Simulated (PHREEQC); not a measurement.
Solution A (6 mmol/kgw KOH, 9.2 mmol/kgw K2SO4 and 0.68 mmol/kgw CO2) is mixed with solution B (0.0059 mol/kgw KOH) at 35 °C; shares are by mass of water, 1 kg in all. The system is closed to CO2. Precipitation was switched off in this run.

The numbers come from PHREEQC with the Pitzer model, pitzer.dat.

```tsv
share of solution B	pH	HCO3- (mol/kgw)
0	11.28	3.76e-5
0.1	11.29	3.34e-5
0.2	11.30	2.93e-5
0.3	11.32	2.53e-5
0.4	11.33	2.15e-5
0.6	11.36	1.41e-5
0.7	11.37	1.05e-5
0.8	11.38	6.98e-6
0.9	11.40	3.49e-6
1	11.42	0
```

Complexes and solids missing from the database can't appear.
